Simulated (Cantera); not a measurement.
Charge: 1 mol HCl, 2.5 mol O2, at 602 °C and 1.00 bar.

Method: chemical equilibrium by Gibbs-energy minimisation in Cantera with the NASA 1993 tables (ideal gas, pure condensed phases). Rates play no part.

```
species   before     after
-------  -------  --------
O2         0.701     0.649
HCl        0.108     0.151
Cl       1.42e-5     0.120
Cl2       0.0956   0.00159
OH       9.32e-9    0.0121
H2O       0.0956    0.0555
O          <1e-9   0.00899
H          <1e-9  0.000354
H2         <1e-9  0.000317
HO2        <1e-9   2.17e-5
ClO      1.09e-6   0.00110
HOCl     1.12e-5   6.34e-5
```
Gas species are given as mole fractions.

Question: What was changed between the two runs?
A. temperature from 602 °C to 1877 °C
B. temperature from 602 °C to 427 °C
C. temperature from 602 °C to 1027 °C
D. temperature from 602 °C to 2175 °C

Answer: D, temperature from 602 °C to 2175 °C
